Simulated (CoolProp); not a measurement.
Vapour-liquid equilibrium of ethanol (1) + hexamethyldisiloxane (MM) (2) at 114.75 °C; x and y are mole fractions of (1).

The numbers come from the multi-fluid Helmholtz-energy mixture model, Schroeder 2014 and Thol 2016; pair parameters Bell 2016 in CoolProp.

Give the bubble pressure and the first vapour's composition at x = 0.05, 0.2, 0.35. Is there an azeotrope?

x = 0.05: 1.963 bar, y = 0.250; x = 0.2: 2.811 bar, y = 0.519; x = 0.35: 3.225 bar, y = 0.617. y crosses x between x = 0.8 and 0.95: the model has an azeotrope there.

The pair parameters rest on a limited set of measurements; away from them the model extrapolates.
